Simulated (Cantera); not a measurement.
What does this Cantera script print?

```python
import numpy as np
import cantera as ct

gas = ct.Solution("SiF4_NH3_mec.yaml", "gas")
gas.TPX = 2300, 1200, {'NH3': 1, 'N2': 1.8}
inlet = ct.Reservoir(gas, clone=True)

reactor = ct.IdealGasConstPressureReactor(gas, energy="off", clone=False)
exhaust = ct.Reservoir(gas, clone=True)
tau = [15, 5.3, 1.9, 0.7, 0.25, 0.091, 0.033, 0.012, 0.0043, 0.0015][0]
for a, b in ((inlet, reactor), (reactor, exhaust)):
    ct.MassFlowController(a, b, mdot=lambda t: reactor.mass / tau)
net = ct.ReactorNet([reactor])
show = ['NH3', 'NH', 'N2', 'H', 'N', 'N2H2']

rows = []
print(f"{'tau/s':>10s}{'T/K':>9s}" + "".join(f"{s:>11s}" for s in show))
for tau in [15, 5.3, 1.9, 0.7, 0.25, 0.091, 0.033, 0.012, 0.0043, 0.0015]:
    net.initial_time = 0.0
    net.advance(30 * tau)
    before = gas.X
    net.advance(40 * tau)
    drift = np.max(np.abs(gas.X - before) / (gas.X + 1e-9))
    rows.append([gas.T, *gas[show].X, drift])
    print(f"{tau:10.3e}{gas.T:9.1f}" + "".join(f"{x:11.3e}" for x in gas[show].X))
```

Result:

```
     tau/s      T/K        NH3         NH         N2          H          N       N2H2
 1.500e+01   2300.0  9.565e-04  2.045e-05  6.032e-01  6.884e-03  1.667e-05  2.640e-08
 5.300e+00   2300.0  6.358e-03  2.810e-05  6.049e-01  3.119e-03  1.037e-05  1.256e-07
 1.900e+00   2300.0  1.953e-02  4.004e-05  6.066e-01  2.071e-03  1.001e-05  4.022e-07
 7.000e-01   2300.0  4.770e-02  5.582e-05  6.097e-01  1.465e-03  1.043e-05  1.117e-06
 2.500e-01   2300.0  1.036e-01  7.422e-05  6.156e-01  9.787e-04  1.059e-05  2.825e-06
 9.100e-02   2300.0  1.852e-01  8.773e-05  6.242e-01  5.860e-04  9.559e-06  5.767e-06
 3.300e-02   2300.0  2.669e-01  8.745e-05  6.327e-01  3.007e-04  6.707e-06  8.989e-06
 1.200e-02   2300.0  3.198e-01  7.069e-05  6.382e-01  1.316e-04  3.040e-06  1.032e-05
 4.300e-03   2300.0  3.447e-01  4.522e-05  6.409e-01  4.435e-05  8.079e-07  7.901e-06
 1.500e-03   2300.0  3.538e-01  1.994e-05  6.421e-01  1.132e-05  1.438e-07  2.702e-06
```

Computed with Cantera and the gas-phase N/H chemistry of the illustrative SiF4/NH3 mechanism in the Surface Chemkin manual (1991). Walls and surfaces, which speed up NH3 decomposition in real reactors, are not modelled.
